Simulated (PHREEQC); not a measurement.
A PHREEQC input (ion-association model, wateq4f.dat):

```
SOLUTION 1
  temp 25
  units mg/kgw
  pH 6.26
  pe 9.9
  Na 4.39
  K 0.000752
  Ca 2.72
  Mg 0.466
  Cl 0.704
  S(6) 10.4 as S
  Alkalinity 7.65 as HCO3
  Sr 0.232
  Li 0.0252
  Pb 0.319
  Cu(2) 0.0033
  Br 0.00577
END
USE solution 1
EQUILIBRIUM_PHASES 1
  Quartz 0 0.5
  CO2(g) -2.5 10
END
```

The run finishes without an error or a warning.

Its last state differs from that of the intended input:

```json
[
 {"quantity": "pH", "as run": "6.40", "intended": "6.41"},
 {"quantity": "ionic strength (mol/kgw)", "as run": "0.000982", "intended": "0.000561"},
 {"quantity": "CaSO4 (mol/kgw)", "as run": "3.12e-6", "intended": "1.14e-6"},
 {"quantity": "MgSO4 (mol/kgw)", "as run": "1.03e-6", "intended": "3.79e-7"},
 {"quantity": "NaSO4- (mol/kgw)", "as run": "2.65e-7", "intended": "9.15e-8"},
 {"quantity": "PbSO4 (mol/kgw)", "as run": "1.41e-7", "intended": "5.28e-8"},
 {"quantity": "SI of Cerrusite (PbCO3)", "as run": "-0.76", "intended": "-0.72"}
]
```

Q: One thing in the input isn't as intended. What explains the difference?

A: One answer among several that fit: The fault: sulfate typed 'as S' though the number is for SO4. The line should read `as SO4` where the input has `as S`.
